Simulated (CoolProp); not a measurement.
The fluid at 293.15 K and 0.119 MPa flows at 0.073 m/s in a round tube of 6 mm bore and 45 µm roughness, fully developed (64/Re and Nu = 3.66 if laminar; Colebrook and Gnielinski if turbulent). The same conditions are run with several fluids, on thermodynamics alone (safety and materials aside).

Computed with CoolProp (reference Helmholtz-energy equation of state of each fluid (dry air: Lemmon 2000; R404A: Lemmon 2003; R227EA: Lemmon 2016; ammonia: Gao 2020; ethane: Bücker 2006)). Blends and air are pseudo-pure fits.

| fluid | Reynolds number | Darcy friction factor | pressure drop (Pa/m) | heat-transfer coefficient (W/(m² K)) | mass flow (kg/h) |
|---|---|---|---|---|---|
| dry air | [?] | 1.88 | 1.18 | [?] | 0.0105 |
| R404A | 177 | 0.361 | 0.780 | 8.00 | 0.0362 |
| R227EA | [?] | 0.193 | 0.737 | [?] | 0.0639 |
| ammonia | 37.3 | 1.72 | [?] | 15.0 | [?] |
| ethane | 70.5 | 0.908 | [?] | 12.4 | 0.0110 |

Question: What belongs in the gaps?

Answer: 
- dry air, Reynolds number: 34.0
- dry air, heat-transfer coefficient (W/(m² K)): 15.8
- R227EA, Reynolds number: 331
- R227EA, heat-transfer coefficient (W/(m² K)): 7.90
- ammonia, pressure drop (Pa/m): 0.643
- ammonia, mass flow (kg/h): 0.00626
- ethane, pressure drop (Pa/m): 0.598

Transport values come from each fluid's own correlations; those of R227EA are estimates that may be off by 10 % or more.
